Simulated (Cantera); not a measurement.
# Equilibrium for carbon deposition, reforming and gasification: C₆H₆ + CO₂

A closed system holds: 1 mol C₆H₆, 0.37 mol CO₂, held at 90.0 Torr.

Equilibrium computed with Cantera from the NASA thermochemical tables; the gas is ideal and each condensed phase is pure. Candidate condensed phases: C, C₆H₆, C₇H₈, C₈H₁₈, H₂O; 110 gas species. Equilibrium is a limit: real reactors are often held back by kinetics, nucleation or transport.

```
T (K)  log p H₂  log p CO  log p CH₄  log p H₂O  n C(graphite)
-----  --------  --------  ---------  ---------  -------------
1048      -1.02     -1.63      -3.27      -3.38           5.63
1148      -1.02     -1.63      -3.66      -3.96           5.63
1248      -1.02     -1.62      -3.99      -4.46           5.63
1348      -1.02     -1.62      -4.27      -4.88           5.63
1448      -1.02     -1.62      -4.51      -5.24           5.63
1548      -1.02     -1.62      -4.72      -5.55           5.63
1648      -1.02     -1.62      -4.91      -5.83           5.63
1748      -1.02     -1.62      -5.07      -6.07           5.63
```
log p: log10 of the partial pressure in bar; n: condensed amount in mol.

From 1048 K to 1748 K the condensed part is C(graphite). The main C-bearing gas is CO throughout.
